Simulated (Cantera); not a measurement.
What does this Cantera script print?

```python
import numpy as np
import cantera as ct

gas = ct.Solution("gri30.yaml")
gas.TPX = 700, 100000, {'CH4': 1, 'O2': 2.74, 'N2': 10.3}
inlet = ct.Reservoir(gas, clone=True)
gas.equilibrate("HP")  # start burning
reactor = ct.IdealGasConstPressureReactor(gas, energy="on", clone=False)
exhaust = ct.Reservoir(gas, clone=True)
tau = [0.047, 0.016, 0.0052, 0.0017, 0.00058, 0.00019, 6.5e-05, 2.2e-05, 7.2e-06][0]
for a, b in ((inlet, reactor), (reactor, exhaust)):
    ct.MassFlowController(a, b, mdot=lambda t: reactor.mass / tau)
net = ct.ReactorNet([reactor])
show = ['CH4', 'O2', 'N2O', 'CH2CO', 'HO2']

rows = []
print(f"{'tau/s':>10s}{'T/K':>9s}" + "".join(f"{s:>11s}" for s in show))
for tau in [0.047, 0.016, 0.0052, 0.0017, 0.00058, 0.00019, 6.5e-05, 2.2e-05, 7.2e-06]:
    net.initial_time = 0.0
    net.advance(30 * tau)
    before = gas.X
    net.advance(40 * tau)
    drift = np.max(np.abs(gas.X - before) / (gas.X + 1e-9))
    rows.append([gas.T, *gas[show].X, drift])
    print(f"{tau:10.3e}{gas.T:9.1f}" + "".join(f"{x:11.3e}" for x in gas[show].X))
```

Result:

```
     tau/s      T/K        CH4         O2        N2O      CH2CO        HO2
 4.700e-02   2165.6  5.174e-06  5.229e-02  3.305e-07  2.551e-10  2.368e-06
 1.600e-02   2151.7  1.224e-05  5.279e-02  3.569e-07  1.013e-09  2.656e-06
 5.200e-03   2120.3  2.730e-05  5.364e-02  3.621e-07  3.750e-09  3.565e-06
 1.700e-03   2066.5  5.983e-05  5.513e-02  3.205e-07  1.208e-08  5.764e-06
 5.800e-04   1992.5  1.358e-04  5.746e-02  2.657e-07  3.743e-08  9.877e-06
 1.900e-04   1895.3  3.685e-04  6.160e-02  2.156e-07  1.531e-07  1.773e-05
 6.500e-05   1775.7  1.353e-03  7.108e-02  1.622e-07  1.210e-06  3.874e-05
 2.200e-05    700.0  7.123e-02  1.952e-01 -6.268e-22 -2.807e-19  1.044e-15
 7.200e-06    700.0  7.123e-02  1.952e-01 -4.722e-25 -2.116e-22  3.426e-16
```

Cantera simulation using GRI-Mech 3.0 (53 species, 325 reactions); the numbers are that mechanism's predictions, not measurements.
